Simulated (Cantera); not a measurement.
Charge: 1 mol Si, 1.5 mol O2, 240 mol H2, held at 1348.15 K and 4.60e-6 bar.

Cantera equilibrium calculation (NASA polynomials, part measured and part estimated; ideal gas, pure solids and liquids). Candidate condensed phases: H2O, Si, SiO2; 18 gas species. The tables hold silica as quartz up to 1696 K and as liquid above; real silica turns to tridymite and cristobalite and melts near 1996 K. Kinetics and transport are ignored.

Base state: H2 0.994, H2O 0.00474, H 0.00108, SiO 0.000580 (mole fractions); condensed: SiO2(β-quartz).

Question: What changes in the equilibrium state with this change: O2 from 1.5 to 0.0023 mol?

Answer: 
```csv
species,before,after
H2,0.994,0.999
H,0.00108,0.00108
Si,<1e-9,4.11e-5
H2O,0.00474,<1e-9
SiO,0.000580,1.92e-5
"SiO2(β-quartz), mol",0.861,0
"Si(s), mol",0,0.985
```

Question: What changes in the equilibrium state with this change: pressure from 4.60e-6 bar to 0.00133 bar?

Answer: 
| species | before | after |
|---|---|---|
| H2 | 0.994 | 0.996 |
| H2O | 0.00474 | 0.00417 |
| H | 0.00108 | 6.34e-5 |
| SiO | 0.000580 | 2.28e-6 |
| SiO2(β-quartz), mol | 0.861 | 0.999 |
